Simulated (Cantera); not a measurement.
Feed: 1 mol CH2F2, 2.7 mol H2.

Method: chemical equilibrium by Gibbs-energy minimisation in Cantera with the NASA 1993 tables (ideal gas, pure condensed phases). Candidate condensed phases: C, C6H6, C7H8, C8H18; 95 gas species. The numbers say what is thermodynamically allowed, not how fast it happens.

Stable condensed phases, one row left out:

```
T in K \ P in Pa
              1    5.2     27    140    720   3700  19000 100000
   3450       A      A      A      A      A      A      A      A
   3350       A      A      A      A      A      A      A      B
   3150       A      A      A      A      A      A      B      B
   3050       A      A      A      A      A      B      B      B
   2950       A      A      A      A      B      B      B      B
   2850       A      A      A      A      B      B      B      B
   2750       A      A      A      B      B      B      B      B
   2650       A      A      B      B      B      B      B      B
   2550       A      B      B      B      B      B      B      B
   2450       B      B      B      B      B      B      B      B
   2350       B      B      B      B      B      B      B      B
   2250       B      B      B      B      B      B      B      B
```

A: gas only; B: C.

Question: Give the row for 3250 K.

Answer: 1: gas only; 5.2: gas only; 27: gas only; 140: gas only; 720: gas only; 3700: gas only; 19000: C; 100000: C.
